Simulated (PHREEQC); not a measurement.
Dissolve 0.0012 mol/kgw HF, 0.0042 mol/kgw NH4F, 1.2e-06 mol/kgw H4SiO4 and 0.0013 mol/kgw H2SO4 at 20 °C. Closed to the air; pH follows from the charge balance.

Model: ion-association model, wateq4f.dat, run in PHREEQC.

Each row changes one thing in this solution. This is a speciation only: nothing precipitates in the calculation.

```csv
case,pH,ionic strength (mol/kgw),HF (mol/kgw),F- (mol/kgw),SO4-2 (mol/kgw),HSO4- (mol/kgw),SI of Quartz (SiO2)
as made,3.07,0.00626,0.00274,0.00256,0.00119,6.90e-5,-4.34
H2SO4 replaced by Rb2SO4 at the same molality,3.75,0.00819,0.000967,0.00439,0.00124,1.46e-5,-3.04
NH4F from 0.0042 to 0.0063 mol/kgw,3.25,0.00804,0.00303,0.00431,0.00119,4.47e-5,-4.97
diluted 10-fold with water,3.62,0.000793,0.000130,0.000409,0.000127,2.42e-6,-2.87
H4SiO4 from 1.2e-06 to 6e-07 mol/kgw,3.07,0.00626,0.00274,0.00256,0.00119,6.90e-5,-4.64
```

Species that the database lacks are ignored. SiF6-2 is the database's only silicon fluoride.
